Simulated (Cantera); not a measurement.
## TiCl₄ + H₂O + H₂ (titanium nitride, carbide and oxide coatings)

A closed system holds: 1 mol TiCl₄, 17 mol H₂O, 16 mol H₂, held at 0.0140 bar.

These are equilibrium values from Cantera (NASA tables, ideal gas, pure condensed phases), not measurements of a reactor. Candidate condensed phases: H₂O, Ti, TiCl₂, TiCl₃, TiCl₄, TiO, TiO₂, Ti₂O₃, Ti₃O₅, Ti₄O₇; 23 gas species. Condensed phases not in the tables: Magnéli phases beyond Ti₄O₇, TiOCl. Rates play no part.

```json
[
 {"T (K)": "1023", "log p H₂": "-2.19", "log p H₂O": "-2.22", "log p HCl": "-2.80", "log p H": "-9.48", "log p Cl": "-10.12", "log p OH": "-12.09", "n TiO₂(rutile)": "1.00", "n Ti₄O₇(l)": "0"},
 {"T (K)": "1123", "log p H₂": "-2.19", "log p H₂O": "-2.22", "log p HCl": "-2.80", "log p H": "-8.47", "log p Cl": "-9.12", "log p OH": "-10.78", "n TiO₂(rutile)": "1.00", "n Ti₄O₇(l)": "0"},
 {"T (K)": "1223", "log p H₂": "-2.19", "log p H₂O": "-2.22", "log p HCl": "-2.80", "log p H": "-7.62", "log p Cl": "-8.29", "log p OH": "-9.69", "n TiO₂(rutile)": "1.00", "n Ti₄O₇(l)": "0"},
 {"T (K)": "1323", "log p H₂": "-2.19", "log p H₂O": "-2.22", "log p HCl": "-2.80", "log p H": "-6.90", "log p Cl": "-7.58", "log p OH": "-8.76", "n TiO₂(rutile)": "1.00", "n Ti₄O₇(l)": "0"},
 {"T (K)": "1423", "log p H₂": "-2.19", "log p H₂O": "-2.22", "log p HCl": "-2.80", "log p H": "-6.27", "log p Cl": "-6.96", "log p OH": "-7.97", "n TiO₂(rutile)": "1.00", "n Ti₄O₇(l)": "0"},
 {"T (K)": "1523", "log p H₂": "-2.19", "log p H₂O": "-2.22", "log p HCl": "-2.80", "log p H": "-5.73", "log p Cl": "-6.43", "log p OH": "-7.27", "n TiO₂(rutile)": "1.00", "n Ti₄O₇(l)": "0"},
 {"T (K)": "1623", "log p H₂": "-2.19", "log p H₂O": "-2.22", "log p HCl": "-2.80", "log p H": "-5.26", "log p Cl": "-5.96", "log p OH": "-6.66", "n TiO₂(rutile)": "1.00", "n Ti₄O₇(l)": "0"},
 {"T (K)": "1723", "log p H₂": "-2.19", "log p H₂O": "-2.22", "log p HCl": "-2.80", "log p H": "-4.84", "log p Cl": "-5.55", "log p OH": "-6.13", "n TiO₂(rutile)": "1.000", "n Ti₄O₇(l)": "0"},
 {"T (K)": "1823", "log p H₂": "-2.20", "log p H₂O": "-2.22", "log p HCl": "-2.80", "log p H": "-4.46", "log p Cl": "-5.18", "log p OH": "-5.65", "n TiO₂(rutile)": "1.000", "n Ti₄O₇(l)": "0"},
 {"T (K)": "1923", "log p H₂": "-2.20", "log p H₂O": "-2.22", "log p HCl": "-2.80", "log p H": "-4.12", "log p Cl": "-4.85", "log p OH": "-5.22", "n TiO₂(rutile)": "1.000", "n Ti₄O₇(l)": "0"},
 {"T (K)": "2023", "log p H₂": "-2.20", "log p H₂O": "-2.23", "log p HCl": "-2.81", "log p H": "-3.82", "log p Cl": "-4.56", "log p OH": "-4.83", "n TiO₂(rutile)": "0.999", "n Ti₄O₇(l)": "0"},
 {"T (K)": "2123", "log p H₂": "-2.21", "log p H₂O": "-2.22", "log p HCl": "-2.82", "log p H": "-3.55", "log p Cl": "-4.29", "log p OH": "-4.47", "n TiO₂(rutile)": "0", "n Ti₄O₇(l)": "0.249"},
 {"T (K)": "2223", "log p H₂": "-2.22", "log p H₂O": "-2.23", "log p HCl": "-2.83", "log p H": "-3.30", "log p Cl": "-4.05", "log p OH": "-4.15", "n TiO₂(rutile)": "0", "n Ti₄O₇(l)": "0.246"}
]
```
log p: log10 of the partial pressure in bar; n: condensed amount in mol.

From 1023 K to 2023 K the condensed part is TiO₂(rutile). From 2123 K to 2223 K the condensed part is Ti₄O₇(l).
